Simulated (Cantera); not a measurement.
## Diamond growth

A diamond (100) surface in a fixed gas of H2 with x(CH4) = 0.0075, x(H) = 0.0017, at 948 K, 13000 Pa; coverages are run to steady state.

Computed with Cantera and the Harris–Goodwin 1993 mechanism for the reconstructed diamond (100) surface.

```csv
x(CH3),growth (µm/h),θ c6HH,θ c6H*,θ c6*H,θ c6**,θ c6HM
1e-06,0.0524,0.646,0.0140,0.333,0.00644,0.000393
2.1e-06,0.110,0.646,0.0140,0.333,0.00643,0.000825
4.5e-06,0.235,0.645,0.0140,0.332,0.00642,0.00177
9.4e-06,0.491,0.643,0.0139,0.332,0.00640,0.00368
2e-05,1.04,0.640,0.0138,0.330,0.00636,0.00778
4.2e-05,2.15,0.633,0.0137,0.326,0.00627,0.0161
8.9e-05,4.45,0.619,0.0134,0.318,0.00608,0.0333
0.00019,9.00,0.590,0.0127,0.303,0.00571,0.0675
0.00039,16.8,0.542,0.0117,0.278,0.00509,0.126
```
θ: site fractions in the mechanism's names (c6HH fully hydrogenated, c6H* and c6*H radical sites, c6** diradical, c6HM methylated).
